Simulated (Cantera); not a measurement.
Premixed flame

A freely propagating, adiabatic, planar premixed flame of H2 : O2 : N2 : H2O = 1 : 0.725 : 2.72 : 0.14 (molar parts), unburnt at 500 K and 1.50 bar; mixture-averaged transport, grid criteria slope 0.08 and curve 0.16, no radiation.

Model: the H2/O2 subset of GRI-Mech 3.0, which has no nitrogen chemistry, integrated in Cantera. Burning velocities carry a grid error of a few per cent, more on coarse grids. Lean hydrogen flames are cellular in practice and burn faster than this planar one.

```csv
z (mm),T (K),u (m/s),x H2,x O2,x H2O,x H,x O,x H2O2
-0.702,500,2.90,0.218,0.158,0.0305,<1e-8,<1e-8,<1e-8
-0.468,500,2.90,0.218,0.158,0.0305,<1e-8,<1e-8,<1e-8
-0.351,500,2.89,0.217,0.158,0.0306,<1e-8,<1e-8,1.12e-8
-0.234,501,2.89,0.214,0.159,0.0307,<1e-8,4.97e-8,2.16e-7
-0.117,556,3.13,0.190,0.162,0.0355,3.15e-5,7.62e-6,2.66e-5
-0.0585,823,4.49,0.147,0.154,0.0666,0.00185,0.000274,5.43e-5
0,1205,6.43,0.0855,0.123,0.135,0.00987,0.00283,1.70e-5
0.0585,1478,7.83,0.0389,0.0865,0.198,0.0159,0.00680,5.64e-6
0.117,1632,8.62,0.0209,0.0690,0.227,0.0149,0.00818,3.10e-6
0.234,1785,9.37,0.0131,0.0610,0.243,0.00937,0.00689,1.57e-6
0.468,1913,9.97,0.00852,0.0581,0.255,0.00428,0.00429,8.57e-7
0.936,2000,10.4,0.00454,0.0567,0.263,0.00149,0.00218,5.15e-7
1.87,2049,10.6,0.00195,0.0565,0.269,0.000400,0.000921,3.16e-7
```
x: mole fraction of selected species; z is measured from the peak of heat release.

The laminar burning velocity is 290 cm/s, the thermal thickness is 0.234 mm and the peak x(H) is 0.0161. The peak x(O) is 0.00818. The peak x(H2O2) is 5.68e-5 and the grid points comes out as 109.
